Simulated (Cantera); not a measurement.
A closed system holds: 1 mol CO₂, 0.63 mol SO₂, 0.78 mol N₂, equilibrated at 1000 °C and 3.70 bar.

Equilibrium computed with Cantera from the NASA thermochemical tables; the gas is ideal and each condensed phase is pure. Candidate condensed phases: C, S; 35 gas species. Kinetics and transport are ignored.

Base state: CO₂ 0.415, N₂ 0.324, SO₂ 0.261, SO₃ 3.78e-5, CO 3.73e-5 (mole fractions); condensed: gas only.

Q: What changes in the equilibrium state with this change: temperature from 1000 °C to 1752 °C?

A: 
```
species   before     after
-------  -------  --------
CO₂        0.415     0.407
N₂         0.324     0.322
SO₂        0.261     0.260
CO       3.73e-5   0.00630
O₂       2.61e-7   0.00298
O          <1e-9   2.30e-5
NO       2.36e-7  0.000625
SO       1.25e-6  0.000460
SO₃      3.78e-5  0.000143
```
